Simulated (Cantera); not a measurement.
An adiabatic, constant-volume homogeneous reactor starts with 5.28 % C3H8, 18.8 % O2, 70.7 % N2, 5.17 % CO2, equivalence ratio 1.4, at 1023 K and 12.0 bar.

Computed with Cantera and GRI-Mech 3.0 (53 species, 325 reactions). GRI-Mech 3.0 was tuned for natural gas; its chemistry of propane as a main component is partial and can be far from experiment. The pressure lies above the range GRI-Mech 3.0 was tuned for (to about 10 atm).

Question: Predict: time of steepest temperature rise; temperature at 9.00 s; equilibrium temperature; x(O2) at 9.00 s; x(CO2) at 9.00 s; x(H) at 9.00 s; x(NO) at 9.00 s; x(H2) at 9.00 s; x(CO) at 9.00 s.

Answer: 
```
Quantity                                                              Result
---------------------------------  -----------------------------------------
time of steepest temperature rise                                    41.4 ms
temperature at 9.00 s                                                 2840 K
equilibrium temperature                                               2840 K
x(O2) at 9.00 s                    0.000460 (gas-phase equilibrium 0.000460)
x(CO2) at 9.00 s                       0.0784 (gas-phase equilibrium 0.0784)
x(H) at 9.00 s                       0.00265 (gas-phase equilibrium 0.00265)
x(NO) at 9.00 s                      0.00162 (gas-phase equilibrium 0.00162)
x(H2) at 9.00 s                        0.0296 (gas-phase equilibrium 0.0296)
x(CO) at 9.00 s                          0.107 (gas-phase equilibrium 0.107)
```
